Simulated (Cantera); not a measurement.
A freely propagating, adiabatic, planar premixed flame of H2 : O2 : N2 = 1 : 0.877 : 4.21 (molar parts), equivalence ratio 0.57, unburnt at 350 K and 330 Torr; mixture-averaged transport, grid criteria slope 0.08 and curve 0.16, no radiation.

Detailed kinetics in Cantera: the H2/O2 subset of GRI-Mech 3.0, which has no nitrogen chemistry. Burning velocities carry a grid error of a few per cent, more on coarse grids. Lean hydrogen flames are cellular in practice and burn faster than this planar one.

Question: Predict: laminar burning velocity; thermal thickness; peak x(H2O2); peak x(HO2); peak x(O).

Answer: 
```json
{
 "laminar_burning_velocity": "63.4 cm/s",
 "thermal_thickness": "1.20 mm",
 "peak x(H2O2)": "4.67e-5",
 "peak x(HO2)": "0.000176",
 "peak x(O)": "0.00388"
}
```
